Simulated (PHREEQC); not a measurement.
Consider water at 25 °C with 0.00099 mol/kgw CuSO4, 0.0042 mol/kgw MgSO4, 0.00407 mol/kgw H2SO4 and 0.041 mol/kgw NaCl. Closed to the air; pH follows from the charge balance.

Equilibrium calculation in PHREEQC: ion-association model, phreeqc.dat.

```json
{
 "pH": "2.26",
 "ionic_strength": "0.0652 mol/kgw",
 "specific_conductance": "7460 µS/cm",
 "density": "1.000 g/cm³",
 "total_alkalinity": "-8.14 meq/kg"
}
```

```tsv
species	molality	activity	log γ
Cl-	0.0410	0.0326	-0.099
Na+	0.0405	0.0328	-0.092
H+	0.00646	0.00544	-0.074
SO4-2	0.00600	0.00256	-0.370
Mg+2	0.00331	0.00150	-0.343
HSO4-	0.00168	0.00136	-0.094
MgSO4	0.000888	0.000901	0.007
Cu+2	0.000772	0.000348	-0.347
NaSO4-	0.000517	0.000420	-0.090
CuSO4	0.000179	0.000182	0.007
CuCl+	3.82e-5	3.05e-5	-0.098
```

This is a speciation only: nothing precipitates in the calculation. Complexes and solids missing from the database can't appear.
